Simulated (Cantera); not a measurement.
## Catalytic stagnation flow on Pt

A jet of CH4 : O2 : N2 = 0.088 : 0.069 : 0.79 (molar parts), equivalence ratio 2.6 at 300 K and 0.0700 bar hits a platinum plate 8.9 cm away at a mass flux of 0.047 kg/m²/s; the plate temperature is set and raised in steps from an oxygen-covered start.

Detailed kinetics in Cantera: Deutschmann's 1995 Pt surface mechanism with GRI-Mech 3.0 gas chemistry. Catalytic surfaces can have several steady states; this one follows from the mechanism file's or the stated starting coverage.

```
plate T (K)  wall x CH4  wall x O2  wall x H2O  wall x OH  wall x CO  wall x CO2  θ free Pt     θ H*    θ CO*     θ C*
-----------  ----------  ---------  ----------  ---------  ---------  ----------  ---------  -------  -------  -------
950              0.0411     0.0102      0.0604      <1e-8     0.0537     1.76e-5      0.281  0.00178   0.0404    0.677
1000             0.0282    0.00661      0.0544      <1e-8     0.0667     3.09e-5      0.370  0.00222   0.0383    0.590
1050             0.0110    0.00258      0.0450      <1e-8     0.0839    0.000164      0.626  0.00300   0.0656    0.305
1100            0.00596    0.00150      0.0417      <1e-8     0.0885    0.000783      0.849  0.00307   0.0646   0.0831
1150            0.00505    0.00132      0.0403      <1e-8     0.0884     0.00185      0.928  0.00274   0.0415   0.0279
1200            0.00479    0.00128      0.0388      <1e-8     0.0873     0.00344      0.962  0.00240   0.0250   0.0109
1250            0.00483    0.00132      0.0373    2.27e-8     0.0854     0.00546      0.978  0.00212   0.0150  0.00486
1300            0.00484    0.00135      0.0352    5.10e-8     0.0831     0.00815      0.987  0.00188  0.00912  0.00232
```
x: mole fraction at the wall; θ: surface coverage.
